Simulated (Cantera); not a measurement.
Feed: 1 mol SiC, 0.0016 mol O₂, 79 mol N₂, at 1850 K and 1.50 bar.

These are equilibrium values from Cantera (NASA tables, ideal gas, pure condensed phases), not measurements of a reactor. Candidate condensed phases: C, Si, SiC, SiO₂, Si₂N₂O, Si₃N₄; 34 gas species. Mutual solubility and eutectic melting of coexisting phases are not modelled. Kinetics and transport are ignored.

Base state: N₂ 1.000, CO 3.97e-5 (mole fractions); condensed: SiC(s) + Si₃N₄(s).

Q: What changes in the equilibrium state with this change: temperature from 1850 K to 1398 K?

A: 
| species | before | after |
|---|---|---|
| N₂ | 1.000 | 1.000 |
| CO | 3.97e-5 | 1.00e-5 |
| SiC(s), mol | 0.997 | 0 |
| Si₃N₄(s), mol | 0.00102 | 0.332 |
| C(graphite), mol | 0 | 0.999 |
| Si₂N₂O(s), mol | 0 | 0.00242 |
N₂ is the only nitrogen source here; it is nearly inert below about 1500 K, so the nitride shown seldom forms there in practice.
